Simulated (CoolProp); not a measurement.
Computed with CoolProp (reference Helmholtz-energy equation of state, Gao 2020).

Q: Give the vapour pressure (MPa), vapour density (kg/m³), enthalpy of vaporisation (kJ/kg), liquid conductivity (mW/(m K)) of saturated ammonia at 390.9 K.

A: 
```
T (K)  p (MPa)  vapour density (kg/m³)  enthalpy of vaporisation (kJ/kg)  liquid conductivity (mW/(m K))
-----  -------  ----------------------  --------------------------------  ------------------------------
390.9     8.74                    92.7                               514                             237
```

Thermal conductivity comes from a separate model (Tufeu 1984).
